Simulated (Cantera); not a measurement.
## Ignition delay

Mixture: 8.90 % CH4, 0.498 % C2H6, 13.0 % O2, 76.9 % N2, 0.694 % H2, equivalence ratio 1.5, at 760 Torr, adiabatic and at constant volume. Ignition delay is the time to a rise of 400 K.

Cantera simulation using GRI-Mech 3.0 (53 species, 325 reactions); the numbers are that mechanism's predictions, not measurements.

| T0 (K) | delay (ms) |
|---|---|
| 1275 | 5.07 |
| 1375 | 1.78 |
| 1475 | 0.642 |
| 1575 | 0.254 |
| 1675 | 0.116 |
| 1775 | 0.0615 |
| 1875 | 0.0369 |

```
Property                                                 Value
--------------------------------------------------  ----------
apparent activation energy between 1675 and 1875 K  150 kJ/mol
```
